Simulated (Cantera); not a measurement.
What does this Cantera script print?

```python
import numpy as np
import cantera as ct

gas_names = """
    CH3OH OH C3H8
""".split()
cond_names = """
    Cu2O(s) Cu2O(L) Cu(cr) Cu(L)
""".split()


# ... load() reads the species with a 1 bar reference pressure and builds the phases ...
species = {s.name: s for s in load("nasa_gas.yaml", gas_names) + load("nasa_condensed.yaml", cond_names)}
# Each term lists the table entries of one substance; the one whose range holds T is used.
reactions = {
    '3 CH3OH(g) + Cu2O = 4 OH(g) + C3H8(g) + 2 Cu':
        [(-3, ['CH3OH']), (-1, ['Cu2O(s)', 'Cu2O(L)']), (4, ['OH']), (1, ['C3H8']), (2, ['Cu(cr)', 'Cu(L)'])],
}


def pick(names, T):
    return next(species[n] for n in names if species[n].thermo.min_temp <= T <= species[n].thermo.max_temp)


results = []
for label, terms in reactions.items():
    print(label)
    print("     T/K   dH/kJ  dS/(J/K)   dG/kJ   log10 K")
    for T in [300, 1200, 1400, 1600, 1800, 2000]:
        used = [(nu, pick(names, T)) for nu, names in terms]
        dH = sum(nu * s.thermo.h(T) for nu, s in used) / 1e6
        dS = sum(nu * s.thermo.s(T) for nu, s in used) / 1e3
        dG = dH - T * dS / 1e3
        logK = -dG * 1e6 / (ct.gas_constant * T * np.log(10))
        results.append((label, T, dH, dS, dG, logK, [s.name for _, s in used]))
        print(f"{T:8g} {dH:8.1f} {dS:8.1f} {dG:8.1f} {logK:8.2f}")
```

Output:

```
3 CH3OH(g) + Cu2O = 4 OH(g) + C3H8(g) + 2 Cu
     T/K   dH/kJ  dS/(J/K)   dG/kJ   log10 K
     300    826.3    260.1    748.3  -130.29
    1200    843.1    294.0    490.3   -21.34
    1400    869.1    313.1    430.7   -16.07
    1600    802.5    269.2    371.8   -12.14
    1800    799.7    267.6    318.1    -9.23
    2000    796.8    266.0    264.7    -6.91
```

Standard-state values (1 bar) from the NASA 1993 polynomials, evaluated with Cantera. Condensed species are held in their standard states even where they would react or evaporate.
